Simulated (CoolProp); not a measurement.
Tetradecamethylhexasiloxane (MD4M) along the isobar 101 kPa: Z from the reference equation and from simpler models built on Tc = 653.2 K, pc = 828.6 kPa, ω = 0.800; each cubic takes its own stable root.

Computed with CoolProp (reference Helmholtz-energy equation of state, Thol 2019).

```json
[
 {"T (K)": "542.7", "phase": "gas", "reference": "0.8885", "van der Waals": "0.9407", "Redlich-Kwong": "0.9257", "Soave-Redlich-Kwong": "0.9068", "Peng-Robinson": "0.9019"},
 {"T (K)": "550.5", "phase": "gas", "reference": "0.8954", "van der Waals": "0.9428", "Redlich-Kwong": "0.9288", "Soave-Redlich-Kwong": "0.9120", "Peng-Robinson": "0.9071"},
 {"T (K)": "558.2", "phase": "gas", "reference": "0.9017", "van der Waals": "0.9447", "Redlich-Kwong": "0.9317", "Soave-Redlich-Kwong": "0.9168", "Peng-Robinson": "0.9119"},
 {"T (K)": "565.9", "phase": "gas", "reference": "0.9075", "van der Waals": "0.9465", "Redlich-Kwong": "0.9344", "Soave-Redlich-Kwong": "0.9213", "Peng-Robinson": "0.9164"},
 {"T (K)": "573.6", "phase": "gas", "reference": "0.9128", "van der Waals": "0.9483", "Redlich-Kwong": "0.9370", "Soave-Redlich-Kwong": "0.9256", "Peng-Robinson": "0.9207"},
 {"T (K)": "581.4", "phase": "gas", "reference": "0.9179", "van der Waals": "0.9500", "Redlich-Kwong": "0.9395", "Soave-Redlich-Kwong": "0.9296", "Peng-Robinson": "0.9247"},
 {"T (K)": "589.1", "phase": "gas", "reference": "0.9225", "van der Waals": "0.9516", "Redlich-Kwong": "0.9418", "Soave-Redlich-Kwong": "0.9334", "Peng-Robinson": "0.9285"},
 {"T (K)": "596.8", "phase": "gas", "reference": "0.9267", "van der Waals": "0.9532", "Redlich-Kwong": "0.9441", "Soave-Redlich-Kwong": "0.9369", "Peng-Robinson": "0.9320"},
 {"T (K)": "604.5", "phase": "gas", "reference": "0.9307", "van der Waals": "0.9547", "Redlich-Kwong": "0.9462", "Soave-Redlich-Kwong": "0.9402", "Peng-Robinson": "0.9354"},
 {"T (K)": "612.3", "phase": "gas", "reference": "0.9344", "van der Waals": "0.9561", "Redlich-Kwong": "0.9482", "Soave-Redlich-Kwong": "0.9434", "Peng-Robinson": "0.9385"},
 {"T (K)": "620", "phase": "gas", "reference": "0.9379", "van der Waals": "0.9574", "Redlich-Kwong": "0.9501", "Soave-Redlich-Kwong": "0.9463", "Peng-Robinson": "0.9415"}
]
```
